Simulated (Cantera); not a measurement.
Premixed flame

A freely propagating, adiabatic, planar premixed flame of C₃H₈ : O₂ : N₂ = 1 : 4.55 : 17.1 (molar parts), unburnt at 500 K and 0.350 bar; mixture-averaged transport, grid criteria slope 0.08 and curve 0.16, no radiation.

Model: GRI-Mech 3.0 (53 species, 325 reactions), integrated in Cantera. GRI-Mech 3.0 was tuned for natural gas; its chemistry of propane as a main component is partial and can be far from experiment. Burning velocities carry a grid error of a few per cent, more on coarse grids.

```tsv
z (mm)	T (K)	u (m/s)	x C₃H₈	x O₂	x HO₂	x C₂H	x CH₂	x H
-2.11	500	1.37	0.0441	0.201	7.59e-8	<1e-8	<1e-8	<1e-8
-1.41	501	1.38	0.0440	0.200	1.04e-6	<1e-8	<1e-8	<1e-8
-1.06	505	1.39	0.0439	0.199	5.12e-6	<1e-8	<1e-8	1.44e-8
-0.705	538	1.49	0.0434	0.195	3.13e-5	<1e-8	<1e-8	1.35e-6
-0.352	867	2.48	0.0337	0.164	9.68e-5	<1e-8	4.79e-7	0.000153
-0.176	1283	3.81	0.0125	0.119	0.000251	5.66e-8	1.91e-5	0.00123
0	1686	5.14	0.000534	0.0702	0.000175	3.05e-6	8.82e-5	0.00531
0.176	1873	5.74	1.25e-6	0.0400	2.23e-5	3.87e-6	4.66e-5	0.0104
0.352	1921	5.87	<1e-8	0.0269	3.84e-6	5.04e-7	5.26e-6	0.0138
0.705	1951	5.93	<1e-8	0.0192	2.11e-6	<1e-8	1.84e-8	0.0163
1.41	1984	6.00	<1e-8	0.0163	1.76e-6	<1e-8	<1e-8	0.0163
2.82	2027	6.11	<1e-8	0.0148	1.52e-6	<1e-8	<1e-8	0.0144
5.64	2085	6.26	<1e-8	0.0131	1.26e-6	<1e-8	<1e-8	0.0115
```
x: mole fraction of selected species; z is measured from the peak of heat release.

```
Property                    Result
------------------------  --------
laminar burning velocity  137 cm/s
thermal thickness         0.705 mm
peak x(HO₂)               0.000286
peak x(C₂H)                5.14e-6
peak x(CH₂)                9.06e-5
peak x(H)                   0.0166
```
